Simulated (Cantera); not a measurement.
A closed system holds: 1 mol c-C4F8, 0.073 mol Si, equilibrated at 3150 K and 3.40 Pa.

Method: chemical equilibrium by Gibbs-energy minimisation in Cantera with the NASA 1993 tables (ideal gas, pure condensed phases). Candidate condensed phases: C, Si, SiC; 23 gas species. The feed counts by its element totals alone. The tables' values for SiF, SiF2 are old estimates; treat these amounts as uncertain. Equilibrium is a limit: real reactors are often held back by kinetics, nucleation or transport.

Base state: F 0.676, C 0.296, C2 0.0114, Si 0.00591, C3 0.00556, CF 0.00536, SiF 0.000259, SiF2 3.06e-5 (mole fractions); condensed: gas only.

**Question.** What changes in the equilibrium state with this change: pressure from 3.40 Pa to 44000 Pa?

**Answer.** 
```csv
species,before,after
F,0.676,0.527
CF2,2.37e-6,0.365
CF,0.00536,0.0819
C,0.296,0.000448
SiF4,<1e-9,0.0120
C2,0.0114,0.000339
CF3,<1e-9,0.00631
Si,0.00591,<1e-9
CF4,<1e-9,0.00316
"C(graphite), mol",0,1.37
```
The tables' values for SiF3, SiF2 are old estimates; treat these amounts as uncertain. Gases not in the tables: C2F6 and larger saturated fluorocarbons.

**Question.** What changes in the equilibrium state with this change: c-C4F8 replaced by CH2F2?

**Answer.** 
```
species    before     after
-------  --------  --------
H               0     0.391
F           0.676     0.389
C           0.296     0.186
HF              0    0.0108
C2         0.0114   0.00452
Si        0.00591    0.0143
H2              0   8.68e-5
C3        0.00556   0.00138
CF        0.00536   0.00194
SiF      0.000259  0.000360
```
Further candidate phases: C6H6, C7H8, C8H18.

**Question.** What changes in the equilibrium state with this change: temperature from 3150 K to 2148.15 K?

**Answer.** 
| species | before | after |
|---|---|---|
| F | 0.676 | 0.924 |
| CF2 | 2.37e-6 | 0.0571 |
| SiF4 | <1e-9 | 0.00980 |
| C | 0.296 | 1.75e-5 |
| C2 | 0.0114 | 2.10e-6 |
| Si | 0.00591 | <1e-9 |
| SiF | 0.000259 | <1e-9 |
| CF4 | <1e-9 | 9.15e-5 |
| C(graphite), mol | 0 | 3.52 |
The tables' values for SiF3 are old estimates; treat these amounts as uncertain.
